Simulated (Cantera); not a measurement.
Charge: 1 mol CO2, 0.2 mol O2, 39 mol N2, at 3248 K and 10500 Torr.

Method: chemical equilibrium by Gibbs-energy minimisation in Cantera with the NASA 1993 tables (ideal gas, pure condensed phases). Candidate condensed phases: C; 24 gas species. Rates play no part.

Base state: N2 0.953, CO 0.0180, NO 0.0114, CO2 0.00664, O2 0.00568, O 0.00501, N 1.59e-5 (mole fractions); condensed: gas only.

What changes in the equilibrium state with this change: temperature from 3248 K to 3348 K?


```tsv
species	before	after
N2	0.953	0.951
CO	0.0180	0.0194
NO	0.0114	0.0122
CO2	0.00664	0.00514
N	1.59e-5	2.72e-5
O	0.00501	0.00643
O2	0.00568	0.00531
```
